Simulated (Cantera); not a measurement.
An adiabatic, constant-pressure homogeneous reactor starts with CH₃OH : O₂ : N₂ : H₂O = 1 : 2.59 : 9.72 : 0.63 (molar parts), equivalence ratio 0.58, at 1148 K and 21000 Torr. Integrator tolerance rtol = 1e-08.

Computed with Cantera and GRI-Mech 3.0 (53 species, 325 reactions). GRI-Mech 3.0 was tuned for natural gas; its chemistry of methanol as a main component is partial and can be far from experiment. The pressure lies above the range GRI-Mech 3.0 was tuned for (to about 10 atm).

Q: What does this change do: pressure from 21000 Torr to 10500 Torr?

A: 
```json
[
 {"quantity": "time of steepest temperature rise", "before": "2.00 ms", "after": "3.11 ms"},
 {"quantity": "temperature at 4.00 s", "before": "2289 K", "after": "2285 K"},
 {"quantity": "equilibrium temperature", "before": "2289 K", "after": "2285 K"},
 {"quantity": "x(CH₃OH) at 4.00 s", "before": "<1e-12 (gas-phase equilibrium <1e-12)", "after": "<1e-12 (gas-phase equilibrium <1e-12)"},
 {"quantity": "x(O₂) at 4.00 s", "before": "0.0707 (gas-phase equilibrium 0.0707)", "after": "0.0707 (gas-phase equilibrium 0.0707)"},
 {"quantity": "x(H₂O) at 4.00 s", "before": "0.180 (gas-phase equilibrium 0.180)", "after": "0.180 (gas-phase equilibrium 0.180)"},
 {"quantity": "x(CH₃) at 4.00 s", "before": "<1e-12 (gas-phase equilibrium <1e-12)", "after": "<1e-12 (gas-phase equilibrium <1e-12)"},
 {"quantity": "x(HCO) at 4.00 s", "before": "8.18e-11 (gas-phase equilibrium 8.18e-11)", "after": "9.15e-11 (gas-phase equilibrium 9.15e-11)"},
 {"quantity": "x(C₂H) at 4.00 s", "before": "<1e-12 (gas-phase equilibrium <1e-12)", "after": "<1e-12 (gas-phase equilibrium <1e-12)"},
 {"quantity": "x(NO) at 4.00 s", "before": "0.00822 (gas-phase equilibrium 0.00822)", "after": "0.00815 (gas-phase equilibrium 0.00815)"}
]
```

Q: What does this change do: N2 9.72 to 24 parts?

A: 
```tsv
quantity	before	after
time of steepest temperature rise	2.00 ms	2.71 ms
temperature at 4.00 s	2289 K	1787 K
equilibrium temperature	2289 K	1784 K
x(CH₃OH) at 4.00 s	<1e-12 (gas-phase equilibrium <1e-12)	<1e-12 (gas-phase equilibrium <1e-12)
x(O₂) at 4.00 s	0.0707 (gas-phase equilibrium 0.0707)	0.0377 (gas-phase equilibrium 0.0370)
x(H₂O) at 4.00 s	0.180 (gas-phase equilibrium 0.180)	0.0915 (gas-phase equilibrium 0.0915)
x(CH₃) at 4.00 s	<1e-12 (gas-phase equilibrium <1e-12)	<1e-12 (gas-phase equilibrium <1e-12)
x(HCO) at 4.00 s	8.18e-11 (gas-phase equilibrium 8.18e-11)	<1e-12 (gas-phase equilibrium <1e-12)
x(C₂H) at 4.00 s	<1e-12 (gas-phase equilibrium <1e-12)	<1e-12 (gas-phase equilibrium <1e-12)
x(NO) at 4.00 s	0.00822 (gas-phase equilibrium 0.00822)	0.000468 (gas-phase equilibrium 0.00171)
```

Q: What does this change do: initial temperature 1148 to 1225 K?

A: 
```csv
quantity,before,after
time of steepest temperature rise,2.00 ms,0.521 ms
temperature at 4.00 s,2289 K,2350 K
equilibrium temperature,2289 K,2350 K
x(CH₃OH) at 4.00 s,<1e-12 (gas-phase equilibrium <1e-12),<1e-12 (gas-phase equilibrium <1e-12)
x(O₂) at 4.00 s,0.0707 (gas-phase equilibrium 0.0707),0.0701 (gas-phase equilibrium 0.0701)
x(H₂O) at 4.00 s,0.180 (gas-phase equilibrium 0.180),0.179 (gas-phase equilibrium 0.179)
x(CH₃) at 4.00 s,<1e-12 (gas-phase equilibrium <1e-12),<1e-12 (gas-phase equilibrium <1e-12)
x(HCO) at 4.00 s,8.18e-11 (gas-phase equilibrium 8.18e-11),1.75e-10 (gas-phase equilibrium 1.75e-10)
x(C₂H) at 4.00 s,<1e-12 (gas-phase equilibrium <1e-12),<1e-12 (gas-phase equilibrium <1e-12)
x(NO) at 4.00 s,0.00822 (gas-phase equilibrium 0.00822),0.00928 (gas-phase equilibrium 0.00928)
```
